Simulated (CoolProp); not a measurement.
Saturated liquid density (kg/m³) of nitrogen: the reference equation beside estimates from Tc = 126.2 K, pc = 3.396 MPa, ω = 0.037.

Values from CoolProp's reference Helmholtz-energy equation of state, Span 2000.

```json
[
 {"T (K)": "70.6", "reference": "835.9", "van der Waals": "573.9", "Redlich-Kwong": "848.3", "Peng-Robinson": "947.3"},
 {"T (K)": "74.6", "reference": "818.5", "van der Waals": "…", "Redlich-Kwong": "828.4", "Peng-Robinson": "927.0"},
 {"T (K)": "78.6", "reference": "800.4", "van der Waals": "550.0", "Redlich-Kwong": "807.4", "Peng-Robinson": "905.2"},
 {"T (K)": "82.6", "reference": "781.7", "van der Waals": "537.2", "Redlich-Kwong": "785.0", "Peng-Robinson": "881.8"},
 {"T (K)": "86.7", "reference": "761.8", "van der Waals": "523.3", "Redlich-Kwong": "760.5", "Peng-Robinson": "856.1"},
 {"T (K)": "90.7", "reference": "741.4", "van der Waals": "508.9", "Redlich-Kwong": "735.0", "Peng-Robinson": "828.9"},
 {"T (K)": "94.7", "reference": "719.9", "van der Waals": "493.6", "Redlich-Kwong": "…", "Peng-Robinson": "799.4"},
 {"T (K)": "98.7", "reference": "697.1", "van der Waals": "477.1", "Redlich-Kwong": "678.0", "Peng-Robinson": "767.3"},
 {"T (K)": "102.7", "reference": "672.6", "van der Waals": "459.3", "Redlich-Kwong": "…", "Peng-Robinson": "731.9"},
 {"T (K)": "106.8", "reference": "645.1", "van der Waals": "439.3", "Redlich-Kwong": "609.9", "Peng-Robinson": "691.5"},
 {"T (K)": "110.8", "reference": "615.2", "van der Waals": "417.5", "Redlich-Kwong": "570.7", "Peng-Robinson": "647.0"},
 {"T (K)": "114.8", "reference": "580.6", "van der Waals": "392.6", "Redlich-Kwong": "526.2", "Peng-Robinson": "…"}
]
```

Fill in the missing entries.


- 74.6, van der Waals: 562.2
- 94.7, Redlich-Kwong: 707.6
- 102.7, Redlich-Kwong: 646.0
- 114.8, Peng-Robinson: 595.7

Absolute difference from the reference over all 12 rows, mean and median: van der Waals 31.6 and 31.4 %, Redlich-Kwong 3.0 and 1.6 %, Peng-Robinson 10.1 and 11.4 %.
